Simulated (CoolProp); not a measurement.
Properties of ethylene along the isobar 101 kPa.

Computed with CoolProp (reference Helmholtz-energy equation of state, Smukala 2000).

```json
[
 {"T (K)": "211.3", "phase": "gas", "cp (kJ/(kg K))": "1.314", "cv (kJ/(kg K))": "0.9968", "speed of sound (m/s)": "282.5", "expansivity (1/kK)": "4.976"},
 {"T (K)": "237.8", "phase": "gas", "cp (kJ/(kg K))": "1.364", "cv (kJ/(kg K))": "1.054", "speed of sound (m/s)": "298.6", "expansivity (1/kK)": "4.354"},
 {"T (K)": "264.3", "phase": "gas", "cp (kJ/(kg K))": "1.433", "cv (kJ/(kg K))": "1.126", "speed of sound (m/s)": "313.0", "expansivity (1/kK)": "3.880"},
 {"T (K)": "290.9", "phase": "gas", "cp (kJ/(kg K))": "1.514", "cv (kJ/(kg K))": "1.210", "speed of sound (m/s)": "326.4", "expansivity (1/kK)": "3.504"},
 {"T (K)": "317.4", "phase": "gas", "cp (kJ/(kg K))": "1.602", "cv (kJ/(kg K))": "1.299", "speed of sound (m/s)": "338.9", "expansivity (1/kK)": "3.198"},
 {"T (K)": "343.9", "phase": "gas", "cp (kJ/(kg K))": "1.694", "cv (kJ/(kg K))": "1.393", "speed of sound (m/s)": "350.8", "expansivity (1/kK)": "2.943"},
 {"T (K)": "370.4", "phase": "gas", "cp (kJ/(kg K))": "1.788", "cv (kJ/(kg K))": "1.488", "speed of sound (m/s)": "362.2", "expansivity (1/kK)": "2.726"},
 {"T (K)": "397", "phase": "gas", "cp (kJ/(kg K))": "1.883", "cv (kJ/(kg K))": "1.583", "speed of sound (m/s)": "373.3", "expansivity (1/kK)": "2.539"},
 {"T (K)": "423.5", "phase": "gas", "cp (kJ/(kg K))": "1.975", "cv (kJ/(kg K))": "1.676", "speed of sound (m/s)": "383.9", "expansivity (1/kK)": "2.377"},
 {"T (K)": "450", "phase": "gas", "cp (kJ/(kg K))": "2.065", "cv (kJ/(kg K))": "1.766", "speed of sound (m/s)": "394.3", "expansivity (1/kK)": "2.235"}
]
```
